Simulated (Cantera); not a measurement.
A perfectly stirred reactor is fed with C2H6 : N2 = 1 : 78 (molar parts), at 3.53 Torr; it is held at 1625 K, and followed from long to short residence time.

Computed with Cantera and GRI-Mech 3.0 (53 species, 325 reactions). GRI-Mech 3.0 stops at C3 and has no aromatics, soot or wall deposition, so with more carbon than oxygen in the feed, carbon stays in small species such as C2H2 where larger ones or solid carbon would form. Radical loss at walls, strong at low pressure, is not modelled.

**Question.** What does this change do: N2 78 to 44 parts?

**Answer.** 
| quantity | before | after |
|---|---|---|
| x(C2H6) at τ = 2.30 s | 1.88e-5 | 2.85e-5 |
| x(H2) at τ = 2.30 s | 0.0227 | 0.0390 |
| x(HCN) at τ = 2.30 s | 0.000103 | 8.12e-5 |
| x(C2H) at τ = 2.30 s | 6.41e-7 | 8.10e-7 |
| x(C2H2) at τ = 2.30 s | 0.0116 | 0.0199 |
| x(C2H6) at τ = 10.0 ms | 0.00279 | 0.00437 |
| x(H2) at τ = 10.0 ms | 0.00873 | 0.0160 |
| x(HCN) at τ = 10.0 ms | 5.84e-6 | 4.82e-6 |
| x(C2H) at τ = 10.0 ms | 5.20e-7 | 6.91e-7 |
| x(C2H2) at τ = 10.0 ms | 0.00277 | 0.00552 |

**Question.** What does this change do: C2H6 1 to 2.8 parts?

**Answer.** 
```csv
quantity,before,after
x(C2H6) at τ = 2.30 s,1.88e-5,3.94e-5
x(H2) at τ = 2.30 s,0.0227,0.0591
x(HCN) at τ = 2.30 s,0.000103,6.36e-5
x(C2H) at τ = 2.30 s,6.41e-7,9.57e-7
x(C2H2) at τ = 2.30 s,0.0116,0.0303
x(C2H6) at τ = 10.0 ms,0.00279,0.00618
x(H2) at τ = 10.0 ms,0.00873,0.0252
x(HCN) at τ = 10.0 ms,5.84e-6,3.91e-6
x(C2H) at τ = 10.0 ms,5.20e-7,8.53e-7
x(C2H2) at τ = 10.0 ms,0.00277,0.00925
```

**Question.** What does this change do: C2H6 1 to 0.15 parts?

**Answer.** 
| quantity | before | after |
|---|---|---|
| x(C2H6) at τ = 2.30 s | 1.88e-5 | 4.49e-6 |
| x(H2) at τ = 2.30 s | 0.0227 | 0.00343 |
| x(HCN) at τ = 2.30 s | 0.000103 | 0.000124 |
| x(C2H) at τ = 2.30 s | 6.41e-7 | 2.22e-7 |
| x(C2H2) at τ = 2.30 s | 0.0116 | 0.00170 |
| x(C2H6) at τ = 10.0 ms | 0.00279 | 0.000607 |
| x(H2) at τ = 10.0 ms | 0.00873 | 0.000812 |
| x(HCN) at τ = 10.0 ms | 5.84e-6 | 5.02e-6 |
| x(C2H) at τ = 10.0 ms | 5.20e-7 | 1.43e-7 |
| x(C2H2) at τ = 10.0 ms | 0.00277 | 0.000184 |
